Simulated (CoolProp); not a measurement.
A single-stage vapour-compression cycle with ethane: evaporating at 238.15 K (dew point), condensing at 279.15 K (bubble point), superheat 0 K, subcooling 2 K, compressor efficiency 0.6, no pressure losses. Each further row changes one setting.

The numbers come from the reference Helmholtz-energy equation of state, Bücker 2006 in CoolProp.

| case | cooling COP | pressure ratio | discharge temperature (K) | refrigerating effect (kJ/kg) | volumetric capacity (kJ/m³) |
|---|---|---|---|---|---|
| as stated | 2.55 | 3.02 | 317.2 | 277 | 4570 |
| evaporating temperature 243.15 K | 3.04 | 2.59 | 311.5 | 281 | 5390 |
| condensing temperature 274.15 K | 3.06 | 2.68 | 308.4 | 295 | 4860 |
| subcooling 7 K | 2.72 | 3.02 | 317.2 | 296 | 4860 |
| superheat 10 K | 2.54 | 3.02 | 328.9 | 296 | 4560 |
| compressor efficiency 0.5 | 2.13 | 3.02 | 326.6 | 277 | 4570 |
